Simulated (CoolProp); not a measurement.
Values from CoolProp's reference Helmholtz-energy equation of state, Gao 2016.

### Question
Give the vapour pressure (kPa), liquid density (kg/m³), vapour density (kg/m³), enthalpy of vaporisation (kJ/kg) of saturated sulfur dioxide at 357.9, 373.3, 404.1 K.

### Answer
```csv
T (K),p (kPa),liquid density (kg/m³),vapour density (kg/m³),enthalpy of vaporisation (kJ/kg)
357.9,2000,1170,54.3,282
373.3,2790,1110,77.6,257
404.1,5020,950,160,187
```
